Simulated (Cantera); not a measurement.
**toluene + NH₃ (carbon deposition, reforming and gasification)**

Feed: 1 mol toluene, 0.43 mol NH₃, held at 2575 °C.

Equilibrium computed with Cantera from the NASA thermochemical tables; the gas is ideal and each condensed phase is pure. Candidate condensed phases: C, C₆H₆, C₇H₈, C₈H₁₈; 92 gas species. The ideal-gas law is rough above about 30 bar. Kinetics and transport are ignored.

```csv
P (Pa),log p H₂,log p H,log p C₃,log p C,log p C₂H₂ (acetylene),log p N₂,log p HCN,log p C₂,n C(graphite)
10,-6.24,-4.13,-4.84,-5.16,-8.04,-5.91,-7.09,-5.65,0
56,-4.67,-3.35,-4.25,-4.96,-6.08,-5.08,-5.69,-5.25,3.11
320,-3.22,-2.62,-4.25,-4.96,-4.63,-4.20,-4.53,-5.25,6.21
1800,-2.09,-2.06,-4.25,-4.96,-3.50,-3.37,-3.55,-5.25,6.53
10000,-1.17,-1.60,-4.25,-4.96,-2.58,-2.58,-2.69,-5.25,6.54
56000,-0.35,-1.19,-4.25,-4.96,-1.76,-1.80,-1.89,-5.25,6.52
320000,0.44,-0.80,-4.25,-4.96,-0.97,-1.03,-1.12,-5.25,6.51
1800000,1.20,-0.41,-4.25,-4.96,-0.21,-0.27,-0.36,-5.25,6.50
10000000,1.95,-0.04,-4.25,-4.96,0.54,0.48,0.39,-5.25,6.46
```
log p: log10 of the partial pressure in bar; n: condensed amount in mol.

At 0.0750 Torr nothing is condensed. From 0.420 Torr to 75000 Torr the condensed part is C(graphite). The main C-bearing gas is C₃ at 0.0750 Torr and C₂H₂ (acetylene) at 75000 Torr. The share of C in condensed phases is highest at 75.0 Torr (93.4 %) and lowest at 0.0750 Torr (0.0 %).
